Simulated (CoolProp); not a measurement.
Vapour-liquid equilibrium of n-hexane (1) + toluene (2) at 283.6 K; x and y are mole fractions of (1).

Computed with CoolProp (multi-fluid Helmholtz-energy mixture model, Thol 2019 and Lemmon 2006; pair parameters Bell 2016).

```csv
x,"bubble pressure, mixture model (MPa)","bubble pressure, Raoult's law (MPa)","y, mixture model","y, Raoult's law"
0.05,0.002491,0.002141,0.346,0.241
0.2,0.004329,0.003431,0.675,0.601
0.35,0.005697,0.004721,0.789,0.764
0.5,0.006827,0.006011,0.854,0.858
0.65,0.007858,0.007301,0.903,0.918
0.8,0.008877,0.008592,0.945,0.960
0.95,0.009941,0.009882,0.986,0.991
```

The largest gap from Raoult's law is +26.2 % in bubble pressure, at x = 0.2. No azeotrope shows between x = 0.05 and 0.95.

Pair parameters are fitted to limited data, so mixtures are less certain than the pure fluids.
